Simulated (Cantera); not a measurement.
An adiabatic, constant-pressure homogeneous reactor starts with CH₄ : H₂ : O₂ : N₂ : H₂O = 1 : 0.36 : 1.68 : 14.8 : 2.9 (molar parts), at 1775 K and 0.320 bar. Integrator tolerance rtol = 1e-08.

Cantera simulation using GRI-Mech 3.0 (53 species, 325 reactions); the numbers are that mechanism's predictions, not measurements.

Q: What does this change do: pressure from 0.320 bar to 22.0 bar?

A: 
```csv
quantity,before,after
time of steepest temperature rise,0.410 ms,14.5 µs
temperature at 0.200 s,2402 K,2500 K
equilibrium temperature,2402 K,2500 K
x(CH₄) at 0.200 s,<1e-12 (gas-phase equilibrium <1e-12),3.05e-12 (gas-phase equilibrium 3.47e-12)
x(H₂) at 0.200 s,0.0316 (gas-phase equilibrium 0.0316),0.0277 (gas-phase equilibrium 0.0277)
x(O₂) at 0.200 s,0.00185 (gas-phase equilibrium 0.00185),0.000103 (gas-phase equilibrium 0.000103)
x(CH₂) at 0.200 s,<1e-12 (gas-phase equilibrium <1e-12),<1e-12 (gas-phase equilibrium <1e-12)
x(NO₂) at 0.200 s,8.88e-8 (gas-phase equilibrium 8.93e-8),4.45e-8 (gas-phase equilibrium 4.45e-8)
```
The pressure lies above the range GRI-Mech 3.0 was tuned for (to about 10 atm).

Q: What does this change do: CH4 1 to 2.4 parts?

A: 
```tsv
quantity	before	after
time of steepest temperature rise	0.410 ms	0.673 ms
temperature at 0.200 s	2402 K	2090 K
equilibrium temperature	2402 K	2090 K
x(CH₄) at 0.200 s	<1e-12 (gas-phase equilibrium <1e-12)	9.00e-12 (gas-phase equilibrium 9.40e-12)
x(H₂) at 0.200 s	0.0316 (gas-phase equilibrium 0.0316)	0.178 (gas-phase equilibrium 0.178)
x(O₂) at 0.200 s	0.00185 (gas-phase equilibrium 0.00185)	5.91e-7 (gas-phase equilibrium 5.95e-7)
x(CH₂) at 0.200 s	<1e-12 (gas-phase equilibrium <1e-12)	<1e-12 (gas-phase equilibrium <1e-12)
x(NO₂) at 0.200 s	8.88e-8 (gas-phase equilibrium 8.93e-8)	9.93e-11 (gas-phase equilibrium 2.01e-11)
```
